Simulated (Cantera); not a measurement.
Input: 1 mol SiH4, 0.51 mol CO2, 6.7 mol N2, at 7.50 Torr.

Cantera equilibrium calculation (NASA polynomials, part measured and part estimated; ideal gas, pure solids and liquids). Candidate condensed phases: C, C6H6, C7H8, C8H18, H2O, Si, SiC, SiO2, Si2N2O, Si3N4; 151 gas species. N2 is the only nitrogen source here; it is nearly inert below about 1500 K, so the nitride shown seldom forms there in practice. Mutual solubility and eutectic melting of coexisting phases are not modelled. The tables hold silica as quartz up to 1696 K and as liquid above; real silica turns to tridymite and cristobalite and melts near 1996 K. Rates play no part.

**Question.** Which condensed phases are stable at each of these points (T (K)): 950, 1000, 1050, 1100, 1150, 1200, 1250, 1300, 1350, 1400?

**Answer.** 
```
T (K)                          condensed phases  Si condensed (%)
-----  ----------------------------------------  ----------------
950    C(graphite) + SiO2(β-quartz) + Si2N2O(s)             100.0
1000   C(graphite) + SiO2(β-quartz) + Si2N2O(s)             100.0
1050   C(graphite) + SiO2(β-quartz) + Si2N2O(s)             100.0
1100   C(graphite) + SiO2(β-quartz) + Si2N2O(s)             100.0
1150                 SiO2(β-quartz) + Si2N2O(s)             100.0
1200                 SiO2(β-quartz) + Si2N2O(s)             100.0
1250                 SiO2(β-quartz) + Si2N2O(s)             100.0
1300                 SiO2(β-quartz) + Si2N2O(s)             100.0
1350                 SiO2(β-quartz) + Si2N2O(s)             100.0
1400                 SiO2(β-quartz) + Si2N2O(s)              99.9
```

From 950 K to 1100 K the condensed part is C(graphite) + SiO2(β-quartz) + Si2N2O(s). From 1150 K to 1400 K the condensed part is SiO2(β-quartz) + Si2N2O(s).
